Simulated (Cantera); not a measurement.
Input: 1 mol Si₃N₄, 0.056 mol O₂, 1.8 mol H₂, held at 13300 Pa.

Equilibrium computed with Cantera from the NASA thermochemical tables; the gas is ideal and each condensed phase is pure. Candidate condensed phases: H₂O, Si, SiO₂, Si₂N₂O, Si₃N₄; 35 gas species. Mutual solubility and eutectic melting of coexisting phases are not modelled. The tables' values for SiN are old estimates; treat these amounts as uncertain. Gases not in the tables: Si₂H₆ and higher silanes. Kinetics and transport are ignored.

x: gas mole fraction; n: condensed amount in mol.

```json
[
 {"T (K)": "1300", "x H₂": "0.980", "x N₂": "0.0203", "x SiO": "1.33e-9", "x H": "3.00e-6", "x Si": "1.05e-12", "x SiH": "___", "n Si₂N₂O(s)": "0.112", "n Si₃N₄(s)": "0.925", "n Si(l)": "0"},
 {"T (K)": "1375", "x H₂": "0.980", "x N₂": "0.0203", "x SiO": "2.48e-8", "x H": "9.29e-6", "x Si": "3.46e-11", "x SiH": "___", "n Si₂N₂O(s)": "0.112", "n Si₃N₄(s)": "0.925", "n Si(l)": "0"},
 {"T (K)": "1450", "x H₂": "0.980", "x N₂": "0.0203", "x SiO": "3.41e-7", "x H": "2.56e-5", "x Si": "7.89e-10", "x SiH": "___", "n Si₂N₂O(s)": "0.112", "n Si₃N₄(s)": "0.925", "n Si(l)": "0"},
 {"T (K)": "1525", "x H₂": "0.980", "x N₂": "0.0203", "x SiO": "3.60e-6", "x H": "6.41e-5", "x Si": "1.32e-8", "x SiH": "___", "n Si₂N₂O(s)": "0.112", "n Si₃N₄(s)": "0.925", "n Si(l)": "0"},
 {"T (K)": "1600", "x H₂": "0.979", "x N₂": "0.0203", "x SiO": "3.03e-5", "x H": "0.000147", "x Si": "1.68e-7", "x SiH": "___", "n Si₂N₂O(s)": "0.112", "n Si₃N₄(s)": "0.925", "n Si(l)": "0"},
 {"T (K)": "1675", "x H₂": "0.979", "x N₂": "0.0204", "x SiO": "0.000209", "x H": "0.000315", "x Si": "1.70e-6", "x SiH": "___", "n Si₂N₂O(s)": "0.112", "n Si₃N₄(s)": "0.925", "n Si(l)": "0"},
 {"T (K)": "1750", "x H₂": "0.970", "x N₂": "0.0285", "x SiO": "0.00109", "x H": "0.000627", "x Si": "1.13e-5", "x SiH": "___", "n Si₂N₂O(s)": "0.110", "n Si₃N₄(s)": "0.919", "n Si(l)": "0.0223"},
 {"T (K)": "1825", "x H₂": "0.896", "x N₂": "0.0987", "x SiO": "0.00363", "x H": "0.00114", "x Si": "3.41e-5", "x SiH": "___", "n Si₂N₂O(s)": "0.105", "n Si₃N₄(s)": "0.849", "n Si(l)": "0.237"},
 {"T (K)": "1900", "x H₂": "0.678", "x N₂": "0.309", "x SiO": "0.0109", "x H": "0.00179", "x Si": "9.46e-5", "x SiH": "___", "n Si₂N₂O(s)": "0.0830", "n Si₃N₄(s)": "0.549", "n Si(l)": "1.16"},
 {"T (K)": "1975", "x H₂": "0.458", "x N₂": "0.510", "x SiO": "0.0286", "x H": "0.00254", "x Si": "0.000242", "x SiH": "___", "n Si₂N₂O(s)": "0", "n Si₃N₄(s)": "0", "n Si(l)": "2.89"},
 {"T (K)": "2050", "x H₂": "0.457", "x N₂": "0.510", "x SiO": "0.0285", "x H": "0.00420", "x Si": "0.000580", "x SiH": "___", "n Si₂N₂O(s)": "0", "n Si₃N₄(s)": "0", "n Si(l)": "2.88"},
 {"T (K)": "2125", "x H₂": "0.454", "x N₂": "0.509", "x SiO": "0.0285", "x H": "0.00670", "x Si": "0.00130", "x SiH": "___", "n Si₂N₂O(s)": "0", "n Si₃N₄(s)": "0", "n Si(l)": "2.88"},
 {"T (K)": "2200", "x H₂": "0.451", "x N₂": "0.507", "x SiO": "0.0284", "x H": "0.0104", "x Si": "0.00277", "x SiH": "___", "n Si₂N₂O(s)": "0", "n Si₃N₄(s)": "0", "n Si(l)": "2.87"}
]
```

**Question.** Fill in the missing entries.

**Answer.** 
- 1300, x SiH: 3.15e-12
- 1375, x SiH: 7.03e-11
- 1450, x SiH: 1.13e-9
- 1525, x SiH: 1.38e-8
- 1600, x SiH: 1.32e-7
- 1675, x SiH: 1.03e-6
- 1750, x SiH: 5.36e-6
- 1825, x SiH: 1.25e-5
- 1900, x SiH: 2.47e-5
- 1975, x SiH: 4.31e-5
- 2050, x SiH: 8.65e-5
- 2125, x SiH: 0.000165
- 2200, x SiH: 0.000300
